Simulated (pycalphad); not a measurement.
CALPHAD calculation (pycalphad, COST 507 light-alloy database (1999)), 1 atm. The database dates from 1999; later assessments differ in places, in temperatures and in the compounds included. Kinetics are ignored, which matters at the lower temperatures.

Molar enthalpy of V-1.66Si (at.%) in equilibrium (SER reference):

```
T (°C)  H (kJ/mol)      phases
------  ----------  ----------
2577        112.36      liquid
2377        102.95      liquid
2177         93.53      liquid
2077         88.82      liquid
1977         84.11      liquid
1877         58.56         bcc
1777         54.23         bcc
1577         46.03         bcc
1377         38.43         bcc
1177         31.35         bcc
977          24.55  bcc + SIV3
777          17.87  bcc + SIV3
577          11.76  bcc + SIV3
377           6.08  bcc + SIV3
```

Cooling from 1977 °C to 1877 °C, across the freezing range, releases 25.5 kJ/mol, or 505 J/g. The slope is 47 J/(mol K) in the liquid and 43 J/(mol K) just below the solidus, where it includes any heat of precipitation. Liquidus 1899 °C, solidus 1894 °C. Changes were sought between steps of 100 K, so a narrower field can be missed.

Database names, with the compositions (at.%) that they take in these runs: SIV3: V 75-79 Si 21-25.
